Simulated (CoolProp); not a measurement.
Properties of R1123 along the isobar 6.24 MPa (Tc = 331.7 K, pc = 4.549 MPa, ω = 0.243).

Values from CoolProp's reference Helmholtz-energy equation of state, Akasaka 2020.

```tsv
T (K)	phase	density (kg/m³)	cp (kJ/(kg K))	Joule-Thomson coefficient (K/MPa)	isothermal compressibility (1/MPa)	fugacity coefficient
304.8	liquid	1012	1.614	0.3753	0.01140	0.3384
329.8	liquid	839.6	2.145	1.534	0.04199	0.4987
354.9	supercritical	383.6	3.173	8.601	0.4458	0.6417
379.9	supercritical	249.1	1.584	7.407	0.2579	0.7234
404.9	supercritical	203.6	1.342	5.965	0.2153	0.7814
429.9	supercritical	177.0	1.264	4.942	0.1964	0.8261
455	supercritical	158.4	1.235	4.185	0.1855	0.8617
480	supercritical	144.5	1.227	3.603	0.1785	0.8905
```

The peak of cp marks the crossing from liquid-like to gas-like fluid above the critical point.
